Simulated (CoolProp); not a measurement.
Properties of ethane along the isobar 0.101 MPa (Tc = 305.3 K, pc = 4.872 MPa, ω = 0.099).

Computed with CoolProp (reference Helmholtz-energy equation of state, Bücker 2006).

| T (K) | phase | density (kg/m³) | cp (kJ/(kg K)) | expansivity (1/kK) | Prandtl number |
|---|---|---|---|---|---|
| 229.3 | gas | 1.620 | 1.523 | 4.591 | 0.831 |
| 249.6 | gas | 1.483 | 1.583 | 4.167 | 0.814 |
| 269.8 | gas | 1.368 | 1.652 | 3.824 | 0.800 |
| 290.1 | gas | 1.270 | 1.726 | 3.535 | 0.788 |
| 310.3 | gas | 1.185 | 1.805 | 3.290 | 0.777 |
| 330.6 | gas | 1.111 | 1.888 | 3.078 | 0.767 |
| 350.8 | gas | 1.046 | 1.972 | 2.893 | 0.759 |
| 371.1 | gas | 0.9880 | 2.058 | 2.729 | 0.751 |
| 391.3 | gas | 0.9364 | 2.144 | 2.583 | 0.744 |
| 411.6 | gas | 0.8898 | 2.231 | 2.452 | 0.737 |

Viscosity comes from a separate model (Friend 1991). Thermal conductivity comes from a separate model (Friend 1991).
